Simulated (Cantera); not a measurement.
Input: 1 mol FeS2, 3.7 mol O2, 6.1 mol N2, equilibrated at 3.20 bar.

Equilibrium computed with Cantera from the NASA thermochemical tables; the gas is ideal and each condensed phase is pure. Candidate condensed phases: Fe, FeO, FeS, FeSO4, FeS2, Fe2O3, Fe2(SO4)3, Fe3O4, S; 19 gas species. The numbers say what is thermodynamically allowed, not how fast it happens. All values below are at 1450 K.

Base state: N2 0.676, SO2 0.216, O2 0.102, SO3 0.00600, NO 0.000613 (mole fractions); condensed: Fe2O3(s).

Problem. What changes in the equilibrium state with this change: 0.34 mol H2 added?

Solution. 
```tsv
species	before	after
N2	0.676	0.663
SO2	0.216	0.212
O2	0.102	0.0819
H2O	0	0.0370
OH	0	1.79e-5
SO3	0.00600	0.00529
NO	0.000613	0.000544
Fe2O3(s), mol	0.500	0.500
```
Further candidate phases: Fe(OH)2, Fe(OH)3, H2O, H2SO4.

Problem. What changes in the equilibrium state with this change: pressure from 3.20 bar to 0.120 bar?

Solution. 
```tsv
species	before	after
N2	0.676	0.674
SO2	0.216	0.220
O2	0.102	0.104
SO3	0.00600	0.00120
NO	0.000613	0.000619
Fe2O3(s), mol	0.500	0.500
```
